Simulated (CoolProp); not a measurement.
Computed with CoolProp (reference Helmholtz-energy equation of state, McLinden 2015).

**Question.** Give the vapour pressure (bar), liquid density (kg/m³), vapour density (kg/m³), enthalpy of vaporisation (kJ/kg) of saturated the fluoroketone C6F12O (FK-5-1-12) at 27.95, 36.45, 62.25 °C.

**Answer.** 
```tsv
T (°C)	p (bar)	liquid density (kg/m³)	vapour density (kg/m³)	enthalpy of vaporisation (kJ/kg)
27.95	0.457	1590	5.99	94.0
36.45	0.640	1570	8.24	91.6
62.25	1.57	1480	19.5	83.9
```
